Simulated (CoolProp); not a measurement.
Vapour-liquid equilibrium of ethylbenzene (1) + o-xylene (2) at 461.8 K; x and y are mole fractions of (1).

Model: multi-fluid Helmholtz-energy mixture model, Zhou 2012 and Zhou 2012; pair parameters Bell 2016, in CoolProp.

| x | bubble pressure (kPa) | y at the bubble point | dew pressure at overall composition x (kPa) | liquid density (mol/L) |
|---|---|---|---|---|
| 0.05 | 290.4 | 0.058 | [?] | 6.811 |
| 0.125 | [?] | 0.145 | 293.8 | 6.796 |
| 0.2 | 299.4 | [?] | 297.8 | 6.780 |
| 0.275 | 304.1 | 0.311 | 302.0 | 6.765 |
| 0.35 | 308.8 | 0.391 | 306.3 | 6.750 |
| 0.425 | 313.5 | 0.468 | 310.8 | 6.735 |
| 0.5 | 318.1 | 0.543 | 315.4 | 6.721 |
| 0.575 | 322.6 | 0.616 | 320.1 | [?] |
| 0.65 | 327.0 | 0.686 | 324.8 | 6.694 |
| 0.725 | 331.3 | 0.755 | [?] | 6.681 |
| 0.8 | 335.3 | 0.823 | 334.0 | 6.669 |
| 0.875 | 339.2 | 0.889 | [?] | 6.658 |
| 0.95 | [?] | 0.956 | 342.5 | 6.648 |

### Question
Complete the blanks.

### Answer

- 0.05, dew pressure at overall composition x (kPa): 290.0
- 0.125, bubble pressure (kPa): 294.8
- 0.2, y at the bubble point: 0.229
- 0.575, liquid density (mol/L): 6.707
- 0.725, dew pressure at overall composition x (kPa): 329.4
- 0.875, dew pressure at overall composition x (kPa): 338.4
- 0.95, bubble pressure (kPa): 342.8

No azeotrope shows between x = 0.05 and 0.95.

The pair parameters rest on a limited set of measurements; away from them the model extrapolates.
